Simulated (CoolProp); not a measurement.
Model: reference Helmholtz-energy equation of state, Lemmon 2006, in CoolProp. It is a short technical equation, of lower accuracy than the large ones.

### Question
Give the vapour pressure (bar), liquid density (kg/m³), surface tension (mN/m) of saturated carbonyl sulfide at 289.3, 320.1 K.

### Answer
| T (K) | p (bar) | liquid density (kg/m³) | surface tension (mN/m) |
|---|---|---|---|
| 289.3 | 10.2 | 1020 | 9.51 |
| 320.1 | 21.3 | 921 | 5.25 |

Surface tension comes from a separate correlation (Mulero 2012).
